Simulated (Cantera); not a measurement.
Cantera run, input and output.

```python
import numpy as np
import cantera as ct

gas = ct.Solution("gri30.yaml")
gas.TPX = 2050, 78000, {'CH4': 1, 'CO2': 0.98}
reactor = ct.IdealGasConstPressureReactor(gas, energy="off", clone=False)
net = ct.ReactorNet([reactor])
net.rtol, net.atol = 1e-08, 1e-18
show = ['CH4', 'CO2', 'H2O2', 'H2', 'C2H6']
times = np.geomspace(0.0003, 30, 12)

steps = ct.SolutionArray(gas, extra=["t"])
rows = []
print(f"{'t/s':>10s}{'T/K':>9s}{'P/Pa':>11s}" + "".join(f"{s:>11s}" for s in show))
for t in times:
    while net.time < t:
        t_next = net.step()
        steps.append(gas.state, t=t_next)
    rows.append([np.interp(t, steps.t, y) for y in (steps.T, steps.P, *steps(*show).X.T)])
    print(f"{t:10.3e}{rows[-1][0]:9.1f}{rows[-1][1]:11.4g}" + "".join(f"{x:11.3e}" for x in rows[-1][2:]))
rate = np.gradient(steps.T, steps.t)
print("integrator steps:", len(steps.t))
if steps.T.max() > steps.T[0] + 200:
    print(f"time of steepest temperature rise: {steps.t[rate.argmax()]:.4e} s")
gas.TPX = 2050, 78000, {'CH4': 1, 'CO2': 0.98}
gas.equilibrate("TP")
print(f"equilibrium (TP): T = {gas.T:.1f} K  " + "  ".join(f"{s} {gas[s].X[0]:.3e}" for s in show))
```

It prints:

```
       t/s      T/K       P/Pa        CH4        CO2       H2O2         H2       C2H6
 3.000e-04   2050.0    7.8e+04  7.611e-02  2.451e-01  3.213e-11  3.280e-01  1.178e-04
 8.544e-04   2050.0    7.8e+04  2.227e-02  1.084e-01  1.133e-10  2.879e-01  1.709e-05
 2.433e-03   2050.0    7.8e+04  1.137e-02  4.687e-02  1.168e-10  3.007e-01  5.348e-06
 6.930e-03   2050.0    7.8e+04  8.714e-03  2.870e-02  4.038e-11  3.670e-01  2.446e-06
 1.974e-02   2050.0    7.8e+04  5.432e-03  1.473e-02  9.800e-12  4.282e-01  7.914e-07
 5.621e-02   2050.0    7.8e+04  2.727e-03  6.282e-03  1.715e-12  4.688e-01  1.812e-07
 1.601e-01   2050.0    7.8e+04  1.172e-03  2.239e-03  2.144e-13  4.893e-01  3.252e-08
 4.560e-01   2050.0    7.8e+04  4.765e-04  6.161e-04  1.615e-14  4.977e-01  5.540e-09
 1.299e+00   2050.0    7.8e+04  2.117e-04  8.698e-05  3.214e-16  5.005e-01  1.268e-09
 3.699e+00   2050.0    7.8e+04  1.564e-04  2.844e-06  3.438e-19  5.010e-01  7.875e-10
 1.053e+01   2050.0    7.8e+04  1.556e-04  1.768e-06  1.329e-19  5.010e-01  7.816e-10
 3.000e+01   2050.0    7.8e+04  1.556e-04  1.768e-06  1.329e-19  5.010e-01  7.816e-10
integrator steps: 2002
equilibrium (TP): T = 2050.0 K  CH4 1.556e-04  CO2 1.785e-06  H2O2 1.355e-19  H2 5.010e-01  C2H6 7.819e-10
```

Detailed kinetics in Cantera: GRI-Mech 3.0 (53 species, 325 reactions).
